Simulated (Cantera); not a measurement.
A perfectly stirred reactor is fed with C₂H₆ : O₂ : N₂ : CO₂ = 1 : 2.19 : 8.22 : 1.2 (molar parts), at 7.80 atm; it is adiabatic with a 425 K inlet, and is followed from long to short residence time, starting on the burning branch (τ in s: 0.091, 0.037, 0.015, 0.0062, 0.0025, 0.001, 0.00042, 0.00017, 6.9e-05).

Detailed kinetics in Cantera: GRI-Mech 3.0 (53 species, 325 reactions).

Question: What does this change do: pressure from 7.80 atm to 1.00 atm?

Answer: 
```json
[
 {"quantity": "blow-out, bracketed by the residence times tried", "before": "burning at 0.420 ms, out at 0.170 ms", "after": "burning at 2.50 ms, out at 1.00 ms"},
 {"quantity": "x(C₂H₆) at τ = 91.0 ms", "before": "8.24e-6", "after": "1.07e-5"},
 {"quantity": "x(O₂) at τ = 91.0 ms", "before": "0.000382", "after": "0.000562"},
 {"quantity": "x(CO₂) at τ = 91.0 ms", "before": "0.104", "after": "0.0990"},
 {"quantity": "x(CH₃) at τ = 91.0 ms", "before": "7.65e-5", "after": "0.000161"},
 {"quantity": "x(HCN) at τ = 91.0 ms", "before": "4.21e-6", "after": "3.25e-5"},
 {"quantity": "x(C₂H₆) at τ = 2.50 ms", "before": "0.000165", "after": "0.000209"},
 {"quantity": "x(O₂) at τ = 2.50 ms", "before": "0.00453", "after": "0.00618"},
 {"quantity": "x(CO₂) at τ = 2.50 ms", "before": "0.109", "after": "0.100"},
 {"quantity": "x(CH₃) at τ = 2.50 ms", "before": "0.000296", "after": "0.000725"},
 {"quantity": "x(HCN) at τ = 2.50 ms", "before": "4.74e-6", "after": "3.56e-5"}
]
```

Question: What does this change do: inlet temperature 425 to 475 K?

Answer: 
```tsv
quantity	before	after
blow-out, bracketed by the residence times tried	burning at 0.420 ms, out at 0.170 ms	burning at 0.420 ms, out at 0.170 ms
x(C₂H₆) at τ = 91.0 ms	8.24e-6	5.54e-6
x(O₂) at τ = 91.0 ms	0.000382	0.000297
x(CO₂) at τ = 91.0 ms	0.104	0.101
x(CH₃) at τ = 91.0 ms	7.65e-5	7.38e-5
x(HCN) at τ = 91.0 ms	4.21e-6	6.09e-6
x(C₂H₆) at τ = 2.50 ms	0.000165	0.000124
x(O₂) at τ = 2.50 ms	0.00453	0.00393
x(CO₂) at τ = 2.50 ms	0.109	0.107
x(CH₃) at τ = 2.50 ms	0.000296	0.000322
x(HCN) at τ = 2.50 ms	4.74e-6	7.12e-6
```

Question: What does this change do: 0.41 parts H2 added?

Answer: 
```
quantity                                                                        before                                 after
------------------------------------------------  ------------------------------------  ------------------------------------
blow-out, bracketed by the residence times tried  burning at 0.420 ms, out at 0.170 ms  burning at 0.420 ms, out at 0.170 ms
x(C₂H₆) at τ = 91.0 ms                                                         8.24e-6                               1.12e-5
x(O₂) at τ = 91.0 ms                                                          0.000382                              0.000421
x(CO₂) at τ = 91.0 ms                                                            0.104                                0.0934
x(CH₃) at τ = 91.0 ms                                                          7.65e-5                               7.90e-5
x(HCN) at τ = 91.0 ms                                                          4.21e-6                               2.45e-6
x(C₂H₆) at τ = 2.50 ms                                                        0.000165                              0.000204
x(O₂) at τ = 2.50 ms                                                           0.00453                               0.00486
x(CO₂) at τ = 2.50 ms                                                            0.109                                0.0994
x(CH₃) at τ = 2.50 ms                                                         0.000296                              0.000288
x(HCN) at τ = 2.50 ms                                                          4.74e-6                               2.94e-6
```
